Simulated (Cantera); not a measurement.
An adiabatic, constant-pressure homogeneous reactor starts with CH₄ : O₂ : N₂ = 1 : 3.28 : 12.3 (molar parts), equivalence ratio 0.61, at 1700 K and 710000 Pa.

Model: GRI-Mech 3.0 (53 species, 325 reactions), integrated in Cantera.

Task: Predict: time of steepest temperature rise; temperature at 0.600 s; equilibrium temperature; x(O₂) at 0.600 s; x(H) at 0.600 s; x(NO) at 0.600 s.

Result: time of steepest temperature rise: 39.9 µs
temperature at 0.600 s: 2719 K
equilibrium temperature: 2719 K
x(O₂) at 0.600 s: 0.0677 (gas-phase equilibrium 0.0677)
x(H) at 0.600 s: 0.00116 (gas-phase equilibrium 0.00116)
x(NO) at 0.600 s: 0.0179 (gas-phase equilibrium 0.0179)
